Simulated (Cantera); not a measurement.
A perfectly stirred reactor is fed with CH4 : H2 : O2 : N2 = 1 : 0.54 : 4.28 : 16.1 (molar parts), equivalence ratio 0.53, at 323 Torr; it is adiabatic with a 448 K inlet, and is followed from long to short residence time, starting on the burning branch (τ in s: 0.11, 0.045, 0.019, 0.0077, 0.0032, 0.0013, 0.00055, 0.00023, 9.6e-05, 4e-05, 1.6e-05, 6.8e-06).

Detailed kinetics in Cantera: GRI-Mech 3.0 (53 species, 325 reactions).

What does this change do: pressure from 323 Torr to 210 Torr?


| quantity | before | after |
|---|---|---|
| blow-out, bracketed by the residence times tried | burning at 0.550 ms, out at 0.230 ms | burning at 0.550 ms, out at 0.230 ms |
| x(CH4) at τ = 0.110 s | 1.36e-5 | 1.48e-5 |
| x(H2) at τ = 0.110 s | 0.000213 | 0.000359 |
| x(O2) at τ = 0.110 s | 0.0926 | 0.0925 |
| x(HO2) at τ = 0.110 s | 2.16e-6 | 2.28e-6 |
| x(CH2O) at τ = 0.110 s | 1.40e-6 | 1.60e-6 |
| x(CH4) at τ = 0.550 ms | 0.000714 | 0.00115 |
| x(H2) at τ = 0.550 ms | 0.00424 | 0.00596 |
| x(O2) at τ = 0.550 ms | 0.0998 | 0.103 |
| x(HO2) at τ = 0.550 ms | 2.97e-5 | 2.87e-5 |
| x(CH2O) at τ = 0.550 ms | 5.88e-5 | 8.05e-5 |
